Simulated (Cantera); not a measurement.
An isothermal plug-flow reactor at 673 K and 1.18 atm (inlet), inlet velocity 0.61 m/s, active area per volume 820 1/m; feed 0.285 % H2, 5.82 % O2, 93.9 % N2, equivalence ratio 0.024.

Cantera simulation using Deutschmann's 1995 Pt surface mechanism with GRI-Mech 3.0 gas chemistry; the numbers are that mechanism's predictions, not measurements. Catalytic surfaces can have several steady states; this one follows from the mechanism file's or the stated starting coverage. Mass transfer to the wall is taken as infinitely fast.

Predict: x(H2) at z = 0.0083 m; x(O2) at z = 0.0083 m; x(H2O) at z = 0.0083 m; θ(free Pt) at the exit; θ(O*) at the exit; θ(OH*) at the exit.


```
Property                 Result
----------------------  -------
x(H2) at z = 0.0083 m   4.18e-5
x(O2) at z = 0.0083 m    0.0569
x(H2O) at z = 0.0083 m  0.00281
θ(free Pt) at the exit  0.00609
θ(O*) at the exit         0.993
θ(OH*) at the exit      0.00107
```
